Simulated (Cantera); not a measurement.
What does this Cantera script print?

```python
import numpy as np
import cantera as ct

gas = ct.Solution("gri30.yaml")
gas.TPX = 1450, 30000, {'CH4': 1, 'N2': 16}
reactor = ct.IdealGasConstPressureReactor(gas, energy="off", clone=False)
net = ct.ReactorNet([reactor])
net.rtol, net.atol = 1e-08, 1e-18
show = ['CH4', 'C2H', 'H2', 'C2H2', 'HCN']
times = np.geomspace(2e-06, 3, 10)

steps = ct.SolutionArray(gas, extra=["t"])
rows = []
print(f"{'t/s':>10s}{'T/K':>9s}{'P/Pa':>11s}" + "".join(f"{s:>11s}" for s in show))
for t in times:
    while net.time < t:
        t_next = net.step()
        steps.append(gas.state, t=t_next)
    rows.append([np.interp(t, steps.t, y) for y in (steps.T, steps.P, *steps(*show).X.T)])
    print(f"{t:10.3e}{rows[-1][0]:9.1f}{rows[-1][1]:11.4g}" + "".join(f"{x:11.3e}" for x in rows[-1][2:]))
rate = np.gradient(steps.T, steps.t)
print("integrator steps:", len(steps.t))
if steps.T.max() > steps.T[0] + 200:
    print(f"time of steepest temperature rise: {steps.t[rate.argmax()]:.4e} s")
gas.TPX = 1450, 30000, {'CH4': 1, 'N2': 16}
gas.equilibrate("TP")
print(f"equilibrium (TP): T = {gas.T:.1f} K  " + "  ".join(f"{s} {gas[s].X[0]:.3e}" for s in show))
```

Result:

```
       t/s      T/K       P/Pa        CH4        C2H         H2       C2H2        HCN
 2.000e-06   1450.0      3e+04  5.882e-02  1.909e-34  9.637e-10  2.618e-24  5.662e-22
 9.711e-06   1450.0      3e+04  5.882e-02  2.356e-30  1.279e-08  3.552e-21  1.920e-20
 4.715e-05   1450.0      3e+04  5.882e-02  2.783e-26  8.574e-08  7.364e-18  5.639e-19
 2.289e-04   1450.0      3e+04  5.882e-02  1.309e-22  4.418e-07  6.562e-15  1.427e-17
 1.112e-03   1450.0      3e+04  5.882e-02  4.126e-19  2.182e-06  4.209e-12  4.033e-16
 5.397e-03   1450.0      3e+04  5.880e-02  1.019e-15  1.170e-05  2.472e-09  1.498e-14
 2.621e-02   1450.0      3e+04  5.868e-02  2.131e-13  9.364e-05  7.087e-07  2.981e-13
 1.272e-01   1450.0      3e+04  5.750e-02  1.548e-11  1.237e-03  1.067e-04  1.125e-11
 6.179e-01   1450.0      3e+04  5.122e-02  2.414e-10  9.903e-03  2.775e-03  2.966e-10
 3.000e+00   1450.0      3e+04  3.625e-02  7.142e-10  3.166e-02  1.037e-02  2.284e-09
integrator steps: 957
equilibrium (TP): T = 1450.0 K  CH4 9.190e-04  C2H 6.467e-10  H2 8.194e-02  C2H2 7.794e-03  HCN 3.892e-02
```

Model: GRI-Mech 3.0 (53 species, 325 reactions), integrated in Cantera. GRI-Mech 3.0 stops at C3 and has no aromatics, soot or wall deposition, so with more carbon than oxygen in the feed, carbon stays in small species such as C2H2 where larger ones or solid carbon would form.
